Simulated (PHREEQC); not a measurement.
Consider water at 25 °C with 0.24 mol CdCl2, 0.00011 mol ZnCl2 and 0.024 mol Na2SO4 per kg of water. Closed to the air; pH follows from the charge balance.

The numbers come from PHREEQC with the ion-association model, phreeqc.dat.

Each row changes one thing in this solution. No solid was allowed to form.

```
case                                            pH  ionic strength (mol/kgw)  Cl- (mol/kgw)  CdCl+ (mol/kgw)  CdCl2 (mol/kgw)  Cd+2 (mol/kgw)  SI of Halite (NaCl)  SI of Cd(OH)2 (Cd(OH)2)
--------------------------------------------  ----  ------------------------  -------------  ---------------  ---------------  --------------  -------------------  -----------------------
as made                                       5.31                     0.283          0.204            0.141           0.0568          0.0265                -3.88                    -5.14
ZnCl2 replaced by SrCl2 at the same molality  5.31                     0.283          0.204            0.141           0.0568          0.0265                -3.88                    -5.14
Na2SO4 from 0.024 to 0.036 mol/kgw            5.34                     0.309          0.208            0.139           0.0560          0.0260                -3.71                    -5.10
diluted 2-fold with water                     5.41                     0.166          0.122           0.0739           0.0199          0.0203                -4.37                    -5.02
Na2SO4 from 0.024 to 0.0264 mol/kgw           5.32                     0.288          0.204            0.141           0.0567          0.0264                -3.84                    -5.13
```
